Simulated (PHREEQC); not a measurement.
Polishing slurry liquid: speciation

Consider water at 20 °C with 0.19 mol H2SO4, 9.2e-05 mol Fe(NO3)3 and 0.0018 mol CuSO4 per kg of water. Closed to the air; pH follows from the charge balance.

The numbers come from PHREEQC with the ion-association model, phreeqc.dat.

Precipitation was switched off in this run.

Problem. Predict the pH, density.

Solution. pH 0.76; density 1.010 g/cm³.

Problem. In which forms is Fe present?

Solution. FeHSO4+2 47 %, FeSO4+ 42 %, Fe(SO4)2- 7.1 %, Fe+3 3.3 % of the Fe.
